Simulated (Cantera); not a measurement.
A closed system holds: 1 mol HMDSO, 0.99 mol O₂, 6.7 mol N₂, equilibrated at 1.10 mbar.

Method: chemical equilibrium by Gibbs-energy minimisation in Cantera with the NASA 1993 tables (ideal gas, pure condensed phases). Candidate condensed phases: C, C₆H₆, C₇H₈, C₈H₁₈, H₂O, Si, SiC, SiO₂, Si₂N₂O, Si₃N₄; 151 gas species. The feed counts by its element totals alone. N₂ is the only nitrogen source here; it is nearly inert below about 1500 K, so the nitride shown seldom forms there in practice. Equilibrium is a limit: real reactors are often held back by kinetics, nucleation or transport.

Task: At 1098 K, list the 4 most abundant gas species with their mole fractions, and the condensed phases.

Result: H₂ 0.540, N₂ 0.342, CO 0.119, CH₄ 1.17e-5. Condensed: C(graphite) + Si₂N₂O(s).
